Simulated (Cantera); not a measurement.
A Cantera script and what it prints.

```python
import numpy as np
import cantera as ct

gas_names = """
    CL CL2 H HCL H2 N NH NH2 NH3 N2 N2H2 N2H4 Si SiCL SiCL2 SiCL3 SiCL4 SiH SiHCL3 SiH2 SiH2CL2 SiH3
    SiH3CL SiH4 SiN Si2 Si2N Si3
""".split()
cond_names = """
    NH4CL(a) NH4CL(b) Si(cr) Si(L) Si3N4(a)
""".split()


def load(file, names, dense=False):
    # The tables refer to 1 bar. Condensed volumes are neglected.
    table = {s.name: s for s in ct.Species.list_from_file(file)}
    out = []
    for n in names:
        d = dict(table[n].input_data)
        d["thermo"] = dict(d["thermo"], **{"reference-pressure": 1e5})
        if dense:
            d["equation-of-state"] = {"model": "constant-volume", "density": "1e6 g/cm^3"}
        out.append(ct.Species.from_dict(d))
    return out


gas = ct.Solution(thermo="ideal-gas", species=load("nasa_gas.yaml", gas_names))
cond = {s.name: ct.Solution(thermo="fixed-stoichiometry", species=[s], name=s.name)
        for s in load("nasa_condensed.yaml", cond_names, dense=True)}
atoms = {
    'Si2Cl6': {'Si': 2, 'CL': 6},
    'HCl': {'H': 1, 'CL': 1},
    'N2': {'N': 2},
}
top_T = {'Si3N4(a)': 2400}  # K; cautious upper limits of use, not melting points


def equilibrate(T, P, feed):
    n = {}
    for name, mol in feed.items():
        for a, k in atoms[name].items():
            n[a] = n.get(a, 0.0) + k * mol
    gas.TPX = T, P, n
    mass = sum(n.values()) * gas.mean_molecular_weight
    gas.equilibrate("TP")
    valid = [c for c in cond.values() if c.min_temp <= T <= top_T.get(c.name, c.max_temp)]
    mix = ct.Mixture([(gas, mass / gas.mean_molecular_weight)] + [(c, 0.0) for c in valid])
    mix.T, mix.P = T, P
    mix.equilibrate("TP", solver="vcs", rtol=1e-11, max_steps=5000)
    return mix


results = []
feed = {'Si2Cl6': 1, 'HCl': 0.021, 'N2': 110}  # mol
P = 210  # Pa
for T in [850, 950, 1050, 1150, 1250, 1350, 1450]:
    mix = equilibrate(T, P, feed)
    results.append((T, P, feed, dict(zip(mix.species_names, mix.species_moles))))

top = {s: max(r[3][s] / sum(r[3][g] for g in gas_names) for r in results) for s in gas_names}
cols = sorted((s for s in top if top[s] > 1e-05), key=lambda s: -top[s])[:6]
seen = [c for c in cond_names if any(r[3].get(c, 0) > 1e-12 for r in results)]
print("log10 of partial pressures in bar; condensed amounts in mol")
print(f"{'T/K':>10s}" + "".join(f"{s[:9]:>10s}" for s in cols + seen))
for T, P, feed, n in results:
    ng = sum(n[g] for g in gas_names)
    print(f"{T:10.4g}" + "".join(f"{np.log10(max(n[s] / ng * P / 1e5, 1e-99)):10.3f}" for s in cols)
          + "".join(f"{n.get(c, 0):10.4g}" for c in seen))
```

Result:

```
log10 of partial pressures in bar; condensed amounts in mol
       T/K        N2     SiCL4     SiCL2     SiCL3        CL       HCL  Si3N4(a)
       850    -2.684    -4.548   -10.686    -8.543   -12.219    -6.402    0.1667
       950    -2.684    -4.548    -8.855    -7.464   -10.753    -6.402    0.1665
      1050    -2.684    -4.551    -7.380    -6.595    -9.565    -6.402    0.1652
      1150    -2.684    -4.568    -6.174    -5.890    -8.586    -6.402    0.1551
      1250    -2.685    -4.661    -5.203    -5.360    -7.781    -6.404   0.09197
      1350    -2.686    -4.817    -4.813    -5.164    -6.917    -6.405         0
      1450    -2.686    -4.845    -4.812    -5.110    -5.952    -6.405         0
```

Cantera equilibrium calculation (NASA polynomials, part measured and part estimated; ideal gas, pure solids and liquids). The feed counts by its element totals alone. N2 is the only nitrogen source here; it is nearly inert below about 1500 K, so the nitride shown seldom forms there in practice. The tables' values for SiCl3 are old estimates; treat these amounts as uncertain.
